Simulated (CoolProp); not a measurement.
A single-stage vapour-compression cycle with isobutene: evaporating at 246.15 K (dew point), condensing at 313.15 K (bubble point), superheat 2 K, subcooling 8 K, compressor efficiency 0.75, no pressure losses. Each further row changes one setting.

The numbers come from the reference Helmholtz-energy equation of state, Lemmon 2005 in CoolProp. It is a short technical equation, of lower accuracy than the large ones.

| case | cooling COP | pressure ratio | discharge temperature (K) | refrigerating effect (kJ/kg) | volumetric capacity (kJ/m³) |
|---|---|---|---|---|---|
| as stated | 2.21 | 10.9 | 336.5 | 279 | 334 |
| evaporating temperature 251.15 K | 2.49 | 8.67 | 333.6 | 285 | 422 |
| condensing temperature 308.15 K | 2.46 | 9.49 | 331.1 | 291 | 348 |
| subcooling 13 K | 2.31 | 10.9 | 336.5 | 291 | 348 |
| superheat 12 K | 2.23 | 10.9 | 347.0 | 293 | 336 |
| compressor efficiency 0.65 | 1.92 | 10.9 | 346.8 | 279 | 334 |
